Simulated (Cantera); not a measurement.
**Equilibrium for chemical vapour transport: AlN + Cl2 + O2**

Feed: 1 mol AlN, 0.012 mol Cl2, 0.021 mol O2, equilibrated at 0.370 bar.

Method: chemical equilibrium by Gibbs-energy minimisation in Cantera with the NASA 1993 tables (ideal gas, pure condensed phases). Candidate condensed phases: Al, AlCl3, AlN, Al2O3; 24 gas species. Mutual solubility and eutectic melting of coexisting phases are not modelled. The tables' values for AlCl2 are old estimates; treat these amounts as uncertain. Condensed phases not in the tables: AlOCl. Equilibrium is a limit: real reactors are often held back by kinetics, nucleation or transport.

```csv
T (K),x N2,x AlCl3,x AlCl2,x Al2Cl6,x AlCl,x Cl,n AlN(s),n Al2O3(s)
975,0.696,0.300,5.25e-7,0.00472,1.58e-10,5.16e-10,0.964,0.0140
1025,0.694,0.304,1.89e-6,0.00242,1.30e-9,1.88e-9,0.964,0.0140
1075,0.693,0.305,5.99e-6,0.00131,8.76e-9,6.05e-9,0.964,0.0140
1125,0.693,0.306,1.71e-5,0.000752,4.96e-8,1.76e-8,0.964,0.0140
1175,0.693,0.307,4.44e-5,0.000452,2.42e-7,4.68e-8,0.964,0.0140
1225,0.692,0.307,0.000107,0.000284,1.03e-6,1.15e-7,0.964,0.0140
1275,0.692,0.307,0.000239,0.000185,3.93e-6,2.63e-7,0.964,0.0140
1325,0.692,0.307,0.000502,0.000125,1.35e-5,5.67e-7,0.964,0.0140
1375,0.692,0.307,0.000997,8.70e-5,4.21e-5,1.16e-6,0.964,0.0140
1425,0.692,0.306,0.00188,6.21e-5,0.000121,2.24e-6,0.964,0.0140
1475,0.692,0.305,0.00340,4.52e-5,0.000325,4.16e-6,0.964,0.0140
1525,0.691,0.302,0.00589,3.35e-5,0.000814,7.40e-6,0.964,0.0140
```
x: gas mole fraction; n: condensed amount in mol.

From 975 K to 1525 K the condensed part is AlN(s) + Al2O3(s). The main Al-bearing gas is AlCl3 throughout.
